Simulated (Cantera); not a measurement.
# NO annealing gas

An isothermal, constant-pressure homogeneous reactor starts with 28.6 % NO, 71.4 % N₂, at 2100 K and 120 Torr.

Detailed kinetics in Cantera: GRI-Mech 3.0 (53 species, 325 reactions).

```json
[
 {"t (s)": "0.000100", "x NO": "0.286", "x N₂O": "2.92e-6", "x N₂": "0.714", "x NO₂": "6.86e-8", "x O₂": "1.68e-8", "x O": "3.07e-6"},
 {"t (s)": "0.000353", "x NO": "0.286", "x N₂O": "9.41e-6", "x N₂": "0.714", "x NO₂": "6.20e-7", "x O₂": "2.18e-7", "x O": "1.13e-5"},
 {"t (s)": "0.00125", "x NO": "0.286", "x N₂O": "2.46e-5", "x N₂": "0.714", "x NO₂": "3.90e-6", "x O₂": "3.26e-6", "x O": "4.63e-5"},
 {"t (s)": "0.00440", "x NO": "0.285", "x N₂O": "3.81e-5", "x N₂": "0.714", "x NO₂": "1.58e-5", "x O₂": "5.89e-5", "x O": "0.000176"},
 {"t (s)": "0.0155", "x NO": "0.284", "x N₂O": "3.75e-5", "x N₂": "0.715", "x NO₂": "2.60e-5", "x O₂": "0.000637", "x O": "0.000301"},
 {"t (s)": "0.0548", "x NO": "0.279", "x N₂O": "3.58e-5", "x N₂": "0.717", "x NO₂": "3.06e-5", "x O₂": "0.00310", "x O": "0.000349"},
 {"t (s)": "0.193", "x NO": "0.260", "x N₂O": "3.01e-5", "x N₂": "0.727", "x NO₂": "4.19e-5", "x O₂": "0.0125", "x O": "0.000485"},
 {"t (s)": "0.682", "x NO": "0.189", "x N₂O": "1.49e-5", "x N₂": "0.762", "x NO₂": "5.37e-5", "x O₂": "0.0477", "x O": "0.000805"},
 {"t (s)": "2.41", "x NO": "0.0513", "x N₂O": "1.15e-6", "x N₂": "0.831", "x NO₂": "2.25e-5", "x O₂": "0.116", "x O": "0.00120"},
 {"t (s)": "8.50", "x NO": "0.00919", "x N₂O": "2.00e-7", "x N₂": "0.852", "x NO₂": "4.37e-6", "x O₂": "0.138", "x O": "0.00130"},
 {"t (s)": "30.0", "x NO": "0.00842", "x N₂O": "1.96e-7", "x N₂": "0.852", "x NO₂": "4.01e-6", "x O₂": "0.138", "x O": "0.00130"}
]
```
x: mole fraction; the columns are a selection and need not sum to one.

Equilibrium at this temperature and pressure: NO 0.00842, N₂O 1.96e-7, N₂ 0.852, NO₂ 4.01e-6, O₂ 0.138, O 0.00130 (gas phase only).
